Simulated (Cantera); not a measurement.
Feed: 1 mol SiC, 1.2 mol O2, 170 mol N2, held at 973 K and 0.210 Pa.

These are equilibrium values from Cantera (NASA tables, ideal gas, pure condensed phases), not measurements of a reactor. N2 is the only nitrogen source here; it is nearly inert below about 1500 K, so the nitride shown seldom forms there in practice. Equilibrium is a limit: real reactors are often held back by kinetics, nucleation or transport.

| species | before | after |
|---|---|---|
| N2 | 0.994 | 0.991 |
| CO | 0.00585 | 0.00583 |
| SiO | 2.30e-8 | 0.00350 |
| SiO2(β-quartz), mol | 0.600 | 0.400 |
| Si2N2O(s), mol | 0.200 | 0 |
Gas species are given as mole fractions.

Problem. Which change was made?
A) pressure from 0.210 Pa to 4.70 bar
B) temperature from 973 K to 1198 K
C) O2 from 1.2 to 0.21 mol
D) temperature from 973 K to 1273 K

Solution. D, temperature from 973 K to 1273 K. The tables hold silica as quartz up to 1696 K and as liquid above; real silica turns to tridymite and cristobalite and melts near 1996 K
